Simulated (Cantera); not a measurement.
Feed: 1 mol Si3H8, 0.016 mol Cl2, 92 mol H2, equilibrated at 825 K and 0.100 bar.

Method: chemical equilibrium by Gibbs-energy minimisation in Cantera with the NASA 1993 tables (ideal gas, pure condensed phases). Candidate condensed phases: Si; 19 gas species. The feed counts by its element totals alone. The numbers say what is thermodynamically allowed, not how fast it happens.

Task: What is the equilibrium state?

Result: 
```
Item           Result
----------  ---------
x(H2)           1.000
x(HCl)       0.000264
x(SiHCl3)     1.47e-5
x(SiH2Cl2)    5.80e-6
x(SiCl4)      3.14e-6
n(Si(s))     3.00 mol
gas amount  96.01 mol
```
